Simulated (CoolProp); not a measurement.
Vapour-liquid equilibrium of CHF3 (R23) (1) + n-butane (2) at 0.55 °C; x and y are mole fractions of (1).

Values from CoolProp's multi-fluid Helmholtz-energy mixture model, Penoncello 2003 and Bücker 2006; pair parameters Bell 2016.

| x | bubble pressure, mixture model (bar) | bubble pressure, Raoult's law (bar) | y, mixture model | y, Raoult's law |
|---|---|---|---|---|
| 0.05 | 4.956 | 2.267 | 0.775 | 0.558 |
| 0.15 | 11.29 | 4.694 | 0.892 | 0.809 |
| 0.25 | 15.51 | 7.121 | 0.917 | 0.889 |
| 0.35 | 17.88 | 9.547 | 0.926 | 0.928 |
| 0.45 | 19.02 | 11.97 | 0.930 | 0.952 |
| 0.55 | 19.60 | 14.40 | 0.932 | 0.967 |
| 0.65 | 20.15 | 16.83 | 0.935 | 0.978 |
| 0.75 | 20.99 | 19.25 | 0.941 | 0.986 |
| 0.85 | 22.32 | 21.68 | 0.954 | 0.993 |
| 0.95 | 24.20 | 24.11 | 0.979 | 0.998 |

The largest gap from Raoult's law is +140.5 % in bubble pressure, at x = 0.15. No azeotrope shows between x = 0.05 and 0.95.

Pair parameters are fitted to limited data, so mixtures are less certain than the pure fluids. With so large a gap from Raoult's law the liquid may split in two, which this calculation doesn't test in full.
